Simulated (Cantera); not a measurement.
Input: 1 mol B₂O₃, 8.7 mol N₂, equilibrated at 19.0 Pa.

These are equilibrium values from Cantera (NASA tables, ideal gas, pure condensed phases), not measurements of a reactor. Candidate condensed phases: B, BN, B₂O₃; 17 gas species. Rates play no part.

x: gas mole fraction; nothing condenses.

```csv
T (°C),x N₂,x B₂O₃,x BO,x BO₂,x O,x O₂
1402,0.896,0.103,0.000449,0.000501,1.56e-6,3.96e-7
1452,0.896,0.102,0.000810,0.000865,4.50e-6,1.14e-6
1502,0.896,0.101,(withheld),(withheld),(withheld),(withheld)
1552,0.895,0.100,0.00237,0.00235,3.17e-5,8.07e-6
1602,0.893,0.0988,0.00388,0.00370,7.74e-5,1.97e-5
1652,0.891,0.0965,0.00617,0.00564,0.000179,4.51e-5
1702,0.888,0.0931,0.00957,0.00831,0.000394,9.71e-5
1752,0.884,0.0883,0.0145,0.0118,0.000821,0.000196
1802,0.878,0.0819,0.0214,0.0162,0.00162,0.000369
1852,0.870,(withheld),(withheld),(withheld),(withheld),(withheld)
1902,0.859,0.0636,0.0432,0.0267,0.00544,0.00106
1952,0.846,0.0520,0.0585,0.0317,0.00919,0.00160
2002,0.830,0.0395,0.0763,0.0353,0.0147,0.00223
2052,0.814,0.0275,0.0954,0.0364,0.0221,0.00283
```

Q: Complete the blanks.

A: 
- 1852, x B₂O₃: 0.0737
- 1852, x BO: 0.0309
- 1852, x BO₂: 0.0213
- 1852, x O: 0.00305
- 1852, x O₂: 0.000648
- 1502, x BO: 0.00141
- 1502, x BO₂: 0.00145
- 1502, x O: 1.23e-5
- 1502, x O₂: 3.12e-6
